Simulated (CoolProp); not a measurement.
Vapour-liquid equilibrium of ethane (1) + C2F6 (R116) (2) at 232.4 K; x and y are mole fractions of (1).

Values from CoolProp's multi-fluid Helmholtz-energy mixture model, Bücker 2006 and Lemmon 2006; pair parameters Bell 2016.

### Question
Give the bubble pressure and the first vapour's composition at x = 0.05, 0.55, 0.75. Is there an azeotrope?

### Answer
x = 0.05: 0.5887 MPa, y = 0.134; x = 0.55: 0.9149 MPa, y = 0.626; x = 0.75: 0.9195 MPa, y = 0.706. y crosses x between x = 0.65 and 0.75: the model has an azeotrope there.

Pair parameters are fitted to limited data, so mixtures are less certain than the pure fluids.
